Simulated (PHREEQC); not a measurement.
Solution (20 °C): 0.0019 mol/kgw SrCl2, 7e-05 mol/kgw Na2CO3 and 1.2e-05 mol/kgw H4SiO4. Closed to the air; pH follows from the charge balance.

The numbers come from PHREEQC with the Pitzer model, pitzer.dat.

| quantity | before | after |
|---|---|---|
| pH | 9.80 | 9.50 |
| HCO3- (mol/kgw) | 5.23e-5 | 5.97e-5 |
| CO3-2 (mol/kgw) | 1.76e-5 | 1.02e-5 |
| H4SiO4 (mol/kgw) | 6.51e-6 | 8.40e-5 |
| CO2 (mol/kgw) | 1.80e-8 | 4.05e-8 |
| SI of SiO2(a) (SiO2) | -2.48 | -1.37 |
| SI of Nahcolite (NaHCO3) | -7.85 | -7.79 |

Question: What was changed between the two runs?
A. H4SiO4 from 1.2e-05 to 2.4e-05 mol/kgw
B. diluted 10-fold with water
C. H4SiO4 from 1.2e-05 to 0.00012 mol/kgw
D. Na2CO3 from 7e-05 to 1.4e-05 mol/kgw
E. temperature from 20 to 25 °C

Answer: C, H4SiO4 from 1.2e-05 to 0.00012 mol/kgw

No solid was allowed to form.
